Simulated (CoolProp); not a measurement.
Vapour-liquid equilibrium of fluoroethane (R161) (1) + R1234yf (2) at 236.7 K; x and y are mole fractions of (1).

Computed with CoolProp (multi-fluid Helmholtz-energy mixture model, Wu 2012 and Lemmon 2022; pair parameters Bell 2016).

```json
[
 {"x": "0.05", "bubble pressure (MPa)": "0.07608", "y at the bubble point": "0.078", "dew pressure at overall composition x (MPa)": "0.07522", "liquid density (mol/L)": "11.45"},
 {"x": "0.15", "bubble pressure (MPa)": "0.08060", "y at the bubble point": "0.218", "dew pressure at overall composition x (MPa)": "0.07835", "liquid density (mol/L)": "11.87"},
 {"x": "0.25", "bubble pressure (MPa)": "0.08483", "y at the bubble point": "0.341", "dew pressure at overall composition x (MPa)": "0.08167", "liquid density (mol/L)": "12.32"},
 {"x": "0.35", "bubble pressure (MPa)": "0.08876", "y at the bubble point": "0.449", "dew pressure at overall composition x (MPa)": "0.08517", "liquid density (mol/L)": "12.81"},
 {"x": "0.45", "bubble pressure (MPa)": "0.09236", "y at the bubble point": "0.546", "dew pressure at overall composition x (MPa)": "0.08881", "liquid density (mol/L)": "13.33"},
 {"x": "0.55", "bubble pressure (MPa)": "0.09564", "y at the bubble point": "0.635", "dew pressure at overall composition x (MPa)": "0.09252", "liquid density (mol/L)": "13.88"},
 {"x": "0.65", "bubble pressure (MPa)": "0.09861", "y at the bubble point": "0.718", "dew pressure at overall composition x (MPa)": "0.09620", "liquid density (mol/L)": "14.48"},
 {"x": "0.75", "bubble pressure (MPa)": "0.1013", "y at the bubble point": "0.798", "dew pressure at overall composition x (MPa)": "0.09970", "liquid density (mol/L)": "15.13"},
 {"x": "0.85", "bubble pressure (MPa)": "0.1036", "y at the bubble point": "0.878", "dew pressure at overall composition x (MPa)": "0.1028", "liquid density (mol/L)": "15.82"},
 {"x": "0.95", "bubble pressure (MPa)": "0.1057", "y at the bubble point": "0.958", "dew pressure at overall composition x (MPa)": "0.1055", "liquid density (mol/L)": "16.58"}
]
```

No azeotrope shows between x = 0.05 and 0.95.

Pair parameters are fitted to limited data, so mixtures are less certain than the pure fluids.
